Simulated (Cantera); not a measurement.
Low-pressure radical oxidation in H2/O2

An isothermal, constant-pressure homogeneous reactor starts with 4.85 % H2, 95.1 % O2, at 1100 K and 2.63 Torr.

Computed with Cantera and the H2/O2 subset of GRI-Mech 3.0, which has no nitrogen chemistry. Radical loss at walls, strong at low pressure, is not modelled. The temperature is held fixed by assumption; the heat of reaction is taken as removed at once.

```
t (s)         x H2   x O2     x H2O    x H2O2       x O
--------  --------  -----  --------  --------  --------
4.00e-5     0.0485  0.951    <1e-12    <1e-12  3.88e-12
0.000252    0.0485  0.951  3.21e-11    <1e-12  1.23e-10
0.00159     0.0485  0.951   4.45e-9    <1e-12   4.17e-9
0.0100      0.0482  0.951  0.000235  1.67e-10  0.000154
0.0632    0.000720  0.918    0.0429   2.10e-8    0.0278
0.399     0.000341  0.936    0.0470   2.39e-8    0.0123
2.51       2.63e-5  0.949    0.0494   1.86e-8  0.000926
15.9       9.36e-7  0.950    0.0497   4.90e-9   3.33e-5
100        5.93e-8  0.950    0.0497  7.74e-10   2.13e-6
```
x: mole fraction; the columns are a selection and need not sum to one.

Equilibrium at this temperature and pressure: H2 1.14e-9, O2 0.950, H2O 0.0497, H2O2 2.59e-11, O 4.14e-8 (gas phase only).
